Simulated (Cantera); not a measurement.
Gas activation for diamond growth

A perfectly stirred reactor is fed with 2.82 % CH4, 97.2 % H2, at 0.0128 atm; it is held at 1800 K, and followed from long to short residence time.

Cantera simulation using GRI-Mech 3.0 (53 species, 325 reactions); the numbers are that mechanism's predictions, not measurements. GRI-Mech 3.0 stops at C3 and has no aromatics, soot or wall deposition, so with more carbon than oxygen in the feed, carbon stays in small species such as C2H2 where larger ones or solid carbon would form. Radical loss at walls, strong at low pressure, is not modelled.

```csv
τ (s),x CH4,x H2,x C2H6,x H,x CH2
2.9,0.00527,0.981,1.43e-7,0.00260,7.86e-7
1.4,0.00763,0.980,2.78e-7,0.00244,9.83e-7
0.68,0.0108,0.978,5.09e-7,0.00226,1.17e-6
0.33,0.0147,0.976,8.50e-7,0.00207,1.31e-6
0.16,0.0191,0.974,1.23e-6,0.00185,1.33e-6
0.077,0.0231,0.972,1.44e-6,0.00155,1.15e-6
0.037,0.0261,0.971,1.19e-6,0.00114,7.18e-7
0.018,0.0275,0.971,5.84e-7,0.000681,2.82e-7
0.0087,0.0279,0.971,1.85e-7,0.000346,7.68e-8
```
x: mole fraction; the columns are a selection and need not sum to one.
